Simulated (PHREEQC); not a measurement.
NaCl is added in steps, without added water, to 1 kg of water holding 120 mmol/kgw H2SO4, 2.8 mmol/kgw CuSO4 and 0.44 mmol/kgw Fe2(SO4)3, at 41 °C. Oxygen alone is held at its pressure in air (log pO2 = -0.68). The system is closed to CO2. Only these solids could form: Fe(OH)3(a), Halite.

Base run: PHREEQC, ion-association model, phreeqc.dat. Each further column changes one thing. The table gives CuCl+ (mol/kgw).

| NaCl added (mol) | base | diluted 5-fold with water | Fe2(SO4)3 from 0.00044 to 0.00066 mol/kgw | H2SO4 from 0.12 to 0.06 mol/kgw | no solid may form |
|---|---|---|---|---|---|
| 0 | 0 | 0 | 0 | 0 | 0 |
| 0.03125 | 0.000112 | 3.03e-5 | 0.000112 | 0.000126 | 0.000112 |
| 0.07812 | 0.000255 | [?] | 0.000254 | 0.000281 | 0.000255 |
| 0.1094 | 0.000337 | 8.33e-5 | 0.000336 | [?] | 0.000337 |
| 0.1406 | 0.000410 | 9.94e-5 | 0.000410 | 0.000444 | 0.000410 |
| 0.1719 | 0.000477 | 0.000114 | 0.000477 | [?] | 0.000477 |
| 0.2188 | 0.000567 | 0.000132 | 0.000567 | [?] | 0.000567 |
| 0.25 | 0.000621 | 0.000143 | 0.000621 | 0.000659 | 0.000621 |

Problem. Fill in the missing entries.

Solution. 
- 0.07812, diluted 5-fold with water: 6.48e-5
- 0.1094, H2SO4 from 0.12 to 0.06 mol/kgw: 0.000367
- 0.1719, H2SO4 from 0.12 to 0.06 mol/kgw: 0.000513
- 0.2188, H2SO4 from 0.12 to 0.06 mol/kgw: 0.000605

At this temperature some constants are extrapolated from 25 °C, and those without enthalpy data are left unchanged.
